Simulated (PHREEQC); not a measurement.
A PHREEQC input (ion-association model, phreeqc.dat):

```
SOLUTION 1
  temp 25
  units mg/kgw
  pH 6.46
  pe 9.8
  Na 0.105
  K 0.000244
  Ca 0.0404
  Mg 0.0172
  Cl 0.0248
  S(6) 0.0886 as SO4
  Alkalinity 0.319 as HCO3
  Ba 0.000415
  Si 0.000728 as SiO2
END
USE solution 1
EQUILIBRIUM_PHASES 1
  Chaalcedony 0 0
  CO2(g) -3.4 10
END
```

It stops with these messages:

```
ERROR: Phase not found in database, Chaalcedony.
ERROR: Calculations terminating due to input errors.
```

The fault: the phase Chalcedony misspelt. The line should read `Chalcedony` where the input has `Chaalcedony`. With the mend the run ends at pH 6.01 and ionic strength 1.15e-5 mol/kgw.
